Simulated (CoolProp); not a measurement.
Vapour-liquid equilibrium of R22 (1) + R11 (2) at 0.758 MPa; x and y are mole fractions of (1).

Values from CoolProp's multi-fluid Helmholtz-energy mixture model, Kamei 1995 and Jacobsen 1992; pair parameters Bell 2016.

| x | bubble temperature, mixture model (°C) | bubble temperature, Raoult's law (°C) | y, mixture model | y, Raoult's law |
|---|---|---|---|---|
| 0.05 | [?] | 84.8 | [?] | 0.265 |
| 0.2 | 57.2 | 61.2 | 0.647 | 0.658 |
| 0.35 | [?] | 46.1 | 0.797 | 0.820 |
| 0.5 | 33.0 | 35.3 | [?] | 0.901 |
| 0.65 | [?] | 27.1 | 0.921 | 0.947 |
| 0.8 | 20.4 | 20.6 | 0.958 | 0.976 |
| 0.95 | 15.3 | 15.2 | [?] | 0.995 |

Problem. What belongs in the gaps?

Solution. 
- 0.05, bubble temperature, mixture model (°C): 83.4
- 0.05, y, mixture model: 0.256
- 0.35, bubble temperature, mixture model (°C): 42.5
- 0.5, y, mixture model: 0.873
- 0.65, bubble temperature, mixture model (°C): 26.1
- 0.95, y, mixture model: 0.990

The largest gap from Raoult's law is -4.0 K in bubble temperature, at x = 0.2. No azeotrope shows between x = 0.05 and 0.95.

The pair parameters rest on a limited set of measurements; away from them the model extrapolates.
